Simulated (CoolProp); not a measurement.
Vapour-liquid equilibrium of dimethyl ether (1) + isobutane (2) at 235.6 K; x and y are mole fractions of (1).

The numbers come from the multi-fluid Helmholtz-energy mixture model, Wu 2011 and Bücker 2006; pair parameters Bell 2016 in CoolProp.

Task: Give the bubble pressure and the first vapour's composition at x = 0.05, 0.125, 0.275. Is there an azeotrope?

Result: x = 0.05: 0.03608 MPa, y = 0.142; x = 0.125: 0.04061 MPa, y = 0.290; x = 0.275: 0.04723 MPa, y = 0.473. y crosses x between x = 0.8 and 0.875: the model has an azeotrope there.

Pair parameters are fitted to limited data, so mixtures are less certain than the pure fluids.
